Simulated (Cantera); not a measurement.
**Thermodynamics of silicon carbide growth, feed CH₃SiCl₃ + C₃H₈ + H₂**

Feed: 1 mol CH₃SiCl₃, 0.26 mol C₃H₈, 1.9 mol H₂, equilibrated at 133 Pa.

Method: chemical equilibrium by Gibbs-energy minimisation in Cantera with the NASA 1993 tables (ideal gas, pure condensed phases). Candidate condensed phases: C, C₆H₆, C₇H₈, C₈H₁₈, Si, SiC; 109 gas species. The feed counts by its element totals alone. The tables' values for SiCl, SiCl₃ are old estimates; treat these amounts as uncertain. Gases not in the tables: Si₂H₆ and higher silanes. Rates play no part.

```csv
T (K),log p H₂,log p HCl,log p H,log p Cl,log p Si,log p SiCl₂,log p SiC₂,n C(graphite),n SiC(s)
1298,-3.17,-3.19,-7.56,-7.64,-12.92,-5.31,<-14,0.819,0.961
1398,-3.17,-3.19,-6.91,-7.01,-11.43,-5.06,-14.60,0.827,0.953
1498,-3.17,-3.19,-6.35,-6.47,-10.14,-4.85,-12.90,0.848,0.932
1598,-3.17,-3.20,-5.86,-5.99,-9.01,-4.68,-11.43,0.876,0.904
1698,-3.16,-3.21,-5.42,-5.58,-8.02,-4.54,-10.13,0.910,0.870
1798,-3.16,-3.23,-5.03,-5.22,-7.13,-4.43,-8.97,0.948,0.831
1898,-3.16,-3.25,-4.69,-4.90,-6.34,-4.34,-7.95,0.988,0.790
1998,-3.16,-3.28,-4.38,-4.62,-5.64,-4.28,-7.02,1.03,0.741
2098,-3.18,-3.32,-4.10,-4.38,-5.00,-4.24,-6.19,1.10,0.659
2198,-3.22,-3.39,-3.86,-4.17,-4.41,-4.25,-5.43,1.28,0.438
2298,-3.29,-3.48,-3.67,-3.99,-4.01,-4.39,-4.87,1.57,0
2398,-3.39,-3.55,-3.50,-3.80,-3.97,-4.80,-4.69,1.46,0
```
log p: log10 of the partial pressure in bar; n: condensed amount in mol.

From 1298 K to 2198 K the condensed part is C(graphite) + SiC(s). From 2298 K to 2398 K the condensed part is C(graphite). The main Si-bearing gas is SiCl₂ at 1298 K and Si at 2398 K.
